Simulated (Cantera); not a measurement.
An isothermal, constant-pressure homogeneous reactor starts with CH4 : CO2 = 1 : 0.68 (molar parts), at 1250 K and 1800000 Pa. Integrator tolerance rtol = 1e-08.

Detailed kinetics in Cantera: GRI-Mech 3.0 (53 species, 325 reactions). The pressure lies above the range GRI-Mech 3.0 was tuned for (to about 10 atm).

Q: What does this change do: temperature 1250 to 1325 K?

A: 
```
quantity                                           before                                    after
----------------  ---------------------------------------  ---------------------------------------
x(CH4) at 6.00 s      0.551 (gas-phase equilibrium 0.130)      0.368 (gas-phase equilibrium 0.114)
x(CO2) at 6.00 s    0.391 (gas-phase equilibrium 0.00834)    0.238 (gas-phase equilibrium 0.00267)
x(H) at 6.00 s    6.31e-9 (gas-phase equilibrium 7.37e-8)  8.87e-8 (gas-phase equilibrium 2.56e-7)
x(CH3) at 6.00 s  2.28e-6 (gas-phase equilibrium 4.50e-7)  1.00e-5 (gas-phase equilibrium 1.32e-6)
x(O2) at 6.00 s     <1e-12 (gas-phase equilibrium <1e-12)    <1e-12 (gas-phase equilibrium <1e-12)
x(H2O) at 6.00 s   0.00592 (gas-phase equilibrium 0.0123)    0.122 (gas-phase equilibrium 0.00487)
x(HO2) at 6.00 s    <1e-12 (gas-phase equilibrium <1e-12)    <1e-12 (gas-phase equilibrium <1e-12)
```
